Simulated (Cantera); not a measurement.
Input: 1 mol KOH, 0.71 mol CO2, 0.015 mol H2O, equilibrated at 927 °C.

Cantera equilibrium calculation (NASA polynomials, part measured and part estimated; ideal gas, pure solids and liquids). Candidate condensed phases: C, C6H6, C7H8, C8H18, H2O, K, KOH, KO2, K2CO3, K2O, K2O2; 116 gas species. Rates play no part.

### Question
Which condensed phases are stable at each of these points (P (Pa)): 10, 68, 460, 3200, 22000, 150000, 1000000?

### Answer
| P (Pa) | condensed phases | K condensed (%) |
|---|---|---|
| 10 | gas only | 0.0 |
| 68 | K2CO3(l) | 25.3 |
| 460 | K2CO3(l) | 84.2 |
| 3200 | K2CO3(l) | 97.6 |
| 22000 | K2CO3(l) | 99.7 |
| 150000 | K2CO3(l) | 99.9 |
| 1000000 | K2CO3(l) | 100.0 |

At 0.0750 Torr nothing is condensed. From 0.510 Torr to 7500 Torr the condensed part is K2CO3(l).
